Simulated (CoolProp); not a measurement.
Propyne at 417.86 K and 2.71 MPa is throttled through a valve to 1.51 MPa with no heat exchange. Each further row changes one setting.

Computed with CoolProp (reference Helmholtz-energy equation of state, Polt 1992). This equation is an older, rougher fit.

```csv
case,temperature change (K),final density (kg/m³)
as stated,?,?
outlet pressure 0.453 MPa,?,?
outlet pressure 1.96 MPa,?,?
```

### Question
Fill in the missing entries.

### Answer

- as stated, temperature change (K): -11.3
- as stated, final density (kg/m³): 19.8
- outlet pressure 0.453 MPa, temperature change (K): -21.5
- outlet pressure 0.453 MPa, final density (kg/m³): 5.68
- outlet pressure 1.96 MPa, temperature change (K): -7.0
- outlet pressure 1.96 MPa, final density (kg/m³): 26.2
